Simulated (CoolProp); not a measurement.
Methane along the isotherm 117.6 K: density (kg/m³) from the reference equation and from simpler models built on Tc = 190.6 K, pc = 4599 kPa, ω = 0.011; each cubic takes its own stable root.

Computed with CoolProp (reference Helmholtz-energy equation of state, Setzmann 1991).

```json
[
 {"p (kPa)": "153", "phase": "gas", "reference": "2.635", "Soave-Redlich-Kwong": "2.622", "Peng-Robinson": "2.627"},
 {"p (kPa)": "307", "phase": "liquid", "reference": "413.7", "Soave-Redlich-Kwong": "411.2", "Peng-Robinson": "464.5"},
 {"p (kPa)": "460", "phase": "liquid", "reference": "413.9", "Soave-Redlich-Kwong": "411.5", "Peng-Robinson": "464.7"},
 {"p (kPa)": "613", "phase": "liquid", "reference": "414.0", "Soave-Redlich-Kwong": "411.7", "Peng-Robinson": "464.9"},
 {"p (kPa)": "767", "phase": "liquid", "reference": "414.2", "Soave-Redlich-Kwong": "411.9", "Peng-Robinson": "465.2"},
 {"p (kPa)": "920", "phase": "liquid", "reference": "414.4", "Soave-Redlich-Kwong": "412.1", "Peng-Robinson": "465.4"},
 {"p (kPa)": "1070", "phase": "liquid", "reference": "414.5", "Soave-Redlich-Kwong": "412.3", "Peng-Robinson": "465.6"},
 {"p (kPa)": "1230", "phase": "liquid", "reference": "414.7", "Soave-Redlich-Kwong": "412.5", "Peng-Robinson": "465.8"},
 {"p (kPa)": "1380", "phase": "liquid", "reference": "414.8", "Soave-Redlich-Kwong": "412.8", "Peng-Robinson": "466.0"},
 {"p (kPa)": "1530", "phase": "liquid", "reference": "415.0", "Soave-Redlich-Kwong": "413.0", "Peng-Robinson": "466.2"},
 {"p (kPa)": "1690", "phase": "liquid", "reference": "415.2", "Soave-Redlich-Kwong": "413.2", "Peng-Robinson": "466.4"},
 {"p (kPa)": "1840", "phase": "liquid", "reference": "415.3", "Soave-Redlich-Kwong": "413.4", "Peng-Robinson": "466.6"},
 {"p (kPa)": "1990", "phase": "liquid", "reference": "415.5", "Soave-Redlich-Kwong": "413.6", "Peng-Robinson": "466.8"},
 {"p (kPa)": "2150", "phase": "liquid", "reference": "415.6", "Soave-Redlich-Kwong": "413.8", "Peng-Robinson": "467.0"},
 {"p (kPa)": "2300", "phase": "liquid", "reference": "415.8", "Soave-Redlich-Kwong": "414.0", "Peng-Robinson": "467.2"}
]
```
